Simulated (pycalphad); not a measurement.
Source of the numbers: pycalphad with the COST 507 light-alloy database (1999); pressure 1 atm. These are 1990s assessments: newer ones move some temperatures and phases.

Molar enthalpy of Al-1.664Si (wt.%) in equilibrium (SER reference):

| T (°C) | H (kJ/mol) | phases |
|---|---|---|
| 1577 | 58.26 | liquid |
| 1497 | 55.73 | liquid |
| 1417 | 53.20 | liquid |
| 1337 | 50.66 | liquid |
| 1257 | 48.13 | liquid |
| 1177 | 45.59 | liquid |
| 1097 | 43.06 | liquid |
| 1017 | 40.52 | liquid |
| 937 | 37.99 | liquid |
| 857 | 35.46 | liquid |
| 777 | 32.92 | liquid |
| 697 | 30.39 | liquid |
| 657 | 29.12 | liquid |
| 617 | 18.76 | fcc + liquid |
| 577 | 16.06 | fcc + diamond (Si) |
| 537 | 14.60 | fcc + diamond (Si) |
| 457 | 11.91 | fcc + diamond (Si) |
| 377 | 9.44 | fcc + diamond (Si) |
| 297 | 7.12 | fcc + diamond (Si) |

Cooling from 657 °C to 577 °C, across the freezing range, releases 13.1 kJ/mol, or 484 J/g. The slope is 32 J/(mol K) in the liquid and 36 J/(mol K) just below the solidus, where it includes any heat of precipitation. Liquidus 650 °C, solidus 577 °C. Changes were sought between steps of 40 K, so a narrower field can be missed.
